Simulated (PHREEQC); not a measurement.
Model water analysis in mg/kgw, 45 °C, pH 6.99, pe 11.6:

```
constituent         mg/kgw
------------------  ------
Na                      68
K                     1270
Ca                     359
Mg                    36.4
Cl                     378
S(6) as SO4           1860
Alkalinity as HCO3     429
Cd                    20.5
Li                     6.7
B                     4.07
Pb                    8.29
Sr                     2.1
```

Valence states are taken as typed.

The numbers come from PHREEQC with the ion-association model, phreeqc.dat.

| quantity | before | after |
|---|---|---|
| ionic strength (mol/kgw) | 0.0683 | 0.0716 |
| KSO4- (mol/kgw) | 0.00167 | 0.00104 |
| CO2 (mol/kgw) | 0.00104 | 0.00160 |
| Mg+2 (mol/kgw) | 0.000760 | 0.00102 |
| MgSO4 (mol/kgw) | 0.000706 | 0.000447 |
| CaHCO3+ (mol/kgw) | 0.000253 | 0.000167 |
| SI of Pb(OH)2 (Pb(OH)2) | +0.23 | -0.74 |
| SI of Gypsum (CaSO4:2H2O) | -0.24 | -0.18 |

**Question.** What was changed between the two runs?
(A) temperature from 45 to 10 °C at the same typed pH
(B) pH from 6.99 to 6.49 at the same alkalinity
(C) pH from 6.99 to 7.29 at the same alkalinity

**Answer.** A, temperature from 45 to 10 °C at the same typed pH

No solid was allowed to form. Some of these states are supersaturated (in Otavite, Cerussite, for instance). Constants without temperature data keep their 25 °C values here.
